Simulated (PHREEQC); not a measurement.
A column of 0.1 m (30 cells, dispersivity 0.0035 m, 720 s a shift, diffusion coefficient 3e-10 m²/s) holds 0.042 eq of the database's cation exchanger X per kg of pore water, first in equilibrium with 0.0027 mol KCl and 1e-05 mol HCl per kg of water. It is flushed with 17 mmol/kgw MnCl2 and 0.01 mmol/kgw HCl, at 40 °C. Values are for the last cell. The system is closed to CO2. Nothing may precipitate in this run.

Model: ion-association model, phreeqc.dat, run in PHREEQC.

Problem. Predict Mn in solution (mol/kgw), K in solution (mol/kgw), Cl in solution (mol/kgw) at pore volumes = 1.183, 2.183.

Solution. 
| pore volumes | Mn in solution (mol/kgw) | K in solution (mol/kgw) | Cl in solution (mol/kgw) |
|---|---|---|---|
| 1.183 | 1.81e-7 | 0.0271 | 0.0271 |
| 2.183 | 0.00899 | 0.0160 | 0.0340 |

Constants without temperature data keep their 25 °C values here.
